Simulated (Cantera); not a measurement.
**Transport properties of process gases**

Gas mixture: H₂ = 0.66 (molar parts), at 7.28 Torr, frozen composition.

Cantera's kinetic-theory transport with the Lennard-Jones parameters of GRI-Mech 3.0, ideal gas; thermal conductivity in the mixture-averaged form.

```csv
T (K),ρ (kg/m³),cp (J/kg/K),μ (µPa s),λ (mW/m/K),Pr,D (cm²/s) H₂,D (cm²/s) OH,D (cm²/s) CH₃
400,0.000588,14520,10.9,229,0.689,0.000,183,124
600,0.000392,14510,14.1,298,0.688,0.000,361,246
800,0.000294,14690,17.0,363,0.689,0.000,583,398
1000,0.000235,14960,19.7,428,0.687,0.000,844,577
1200,0.000196,15380,22.1,494,0.689,0.000,1140,781
1400,0.000168,15800,24.4,559,0.690,0.000,1470,1010
1600,0.000147,16220,26.6,625,0.691,0.000,1840,1260
```
D: mixture-averaged diffusion coefficient of that species in the mixture.
